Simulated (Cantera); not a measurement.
**CHF₃ + H₂ (fluorocarbon and chlorocarbon gases)**

Feed: 1 mol CHF₃, a varied amount of H₂, held at 2177 °C and 1.00 bar.

These are equilibrium values from Cantera (NASA tables, ideal gas, pure condensed phases), not measurements of a reactor. Candidate condensed phases: C, C₆H₆, C₇H₈, C₈H₁₈; 95 gas species. The tables' values for C₂F₄ are old estimates; treat these amounts as uncertain. Gases not in the tables: C₂F₆ and larger saturated fluorocarbons. Rates play no part.

| n(H₂) (mol) | log p HF | log p H₂ | log p CF₄ | log p CF₂ | log p F | log p H | n C(graphite) |
|---|---|---|---|---|---|---|---|
| 0.27 | -0.12 | -5.81 | -0.89 | -1.09 | -1.65 | -4.60 | 0.559 |
| 0.35 | -0.10 | -5.73 | -0.98 | -1.13 | -1.67 | -4.56 | 0.603 |
| 0.45 | -0.08 | -5.63 | -1.10 | -1.19 | -1.70 | -4.51 | 0.659 |
| 0.58 | -0.06 | -5.49 | -1.29 | -1.28 | -1.75 | -4.44 | 0.733 |
| 0.75 | -0.03 | -5.27 | -1.63 | -1.46 | -1.83 | -4.33 | 0.835 |
| 0.97 | -0.01 | -4.42 | -3.21 | -2.24 | -2.23 | -3.91 | 0.980 |
| 1.3 | -0.04 | -1.06 | -10.09 | -5.68 | -3.95 | -2.23 | 0.995 |
| 1.6 | -0.08 | -0.79 | -10.77 | -6.03 | -4.12 | -2.09 | 0.990 |
| 2.1 | -0.14 | -0.59 | -11.42 | -6.35 | -4.28 | -1.99 | 0.981 |
| 2.7 | -0.20 | -0.46 | -11.92 | -6.60 | -4.40 | -1.92 | 0.971 |
log p: log10 of the partial pressure in bar; n: condensed amount in mol.

From 0.27 mol H₂ to 2.7 mol H₂ the condensed part is C(graphite). The main C-bearing gas is CF₄ at 0.27 mol H₂ and C₂H₂ (acetylene) at 2.7 mol H₂. The share of C in condensed phases is highest at 1.3 mol H₂ (99.5 %) and lowest at 0.27 mol H₂ (55.9 %).
